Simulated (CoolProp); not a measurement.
Properties of R141b along the isobar 16600 kPa (Tc = 204.4 °C, pc = 4212 kPa, ω = 0.220).

Computed with CoolProp (reference Helmholtz-energy equation of state, Lemmon 2006). It is a short technical equation, of lower accuracy than the large ones.

```csv
T (°C),phase,density (kg/m³),cv (kJ/(kg K)),speed of sound (m/s),expansivity (1/kK),viscosity (µPa s)
130.65,liquid,1073,0.9045,601.5,1.859,190
138.05,liquid,1058,0.9111,582.1,1.918,180
145.45,liquid,1043,0.9177,563.0,1.980,170
152.85,liquid,1027,0.9242,544.2,2.047,161
160.25,liquid,1012,0.9307,525.7,2.119,153
167.65,liquid,995.8,0.9371,507.5,2.195,145
175.05,liquid,979.4,0.9434,489.6,2.277,138
182.45,liquid,962.8,0.9497,472.1,2.364,131
189.85,liquid,945.7,0.9559,454.9,2.456,124
197.25,liquid,928.4,0.9621,438.1,2.555,118
204.65,supercritical,910.6,0.9682,421.6,2.660,112
212.05,supercritical,892.5,0.9742,405.7,2.770,106
219.45,supercritical,874.0,0.9801,390.1,2.886,101
226.85,supercritical,855.2,0.9860,375.1,3.007,95.6
```

Viscosity comes from a separate model (Huber 2003), an estimate that may be off by 10 % or more.
